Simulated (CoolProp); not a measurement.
R245fa at 381 K and 0.274 MPa flows at 4.1 m/s in a round tube of 25 mm bore and 0.25 µm roughness, fully developed (64/Re and Nu = 3.66 if laminar; Colebrook and Gnielinski if turbulent). Each further row changes one setting.

Model: reference Helmholtz-energy equation of state, Akasaka 2015, in CoolProp.

```tsv
case	Reynolds number	Darcy friction factor	pressure drop (Pa/m)	heat-transfer coefficient (W/(m² K))	mass flow (kg/h)
as stated	81600	0.0188	76.4	139	87.4
velocity 8.2 m/s	163000	0.0164	265	240	175
diameter 50 mm	163000	0.0163	33.1	120	350
```

Viscosity comes from a separate model (Bell 2016), an estimate that may be off by 10 % or more. Thermal conductivity comes from a separate model (Huber 2003), an estimate that may be off by 10 % or more.
